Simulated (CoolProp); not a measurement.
Aqueous magnesium chloride as a coolant, 29 % by mass, freezing at -86.3 °C, 1 atm.

Model: Melinder's fits for secondary coolants, in CoolProp.

| T (°C) | conductivity (W/(m K)) | viscosity (mPa s) | cp (kJ/(kg K)) | Prandtl number |
|---|---|---|---|---|
| -6.9 | 0.422 | 9840 | 2.682 | 62600 |
| -1 | 0.439 | 5470 | 2.675 | 33300 |
| 4.8 | 0.456 | 3210 | 2.666 | 18800 |
| 10.7 | 0.473 | 1980 | 2.655 | 11100 |
| 16.5 | 0.488 | 1310 | 2.639 | 7100 |
| 22.3 | 0.504 | 935 | 2.619 | 4870 |
| 28.2 | 0.519 | 720 | 2.594 | 3600 |
| 34 | 0.533 | 609 | 2.563 | 2930 |
| 39.9 | 0.548 | 569 | 2.524 | 2620 |
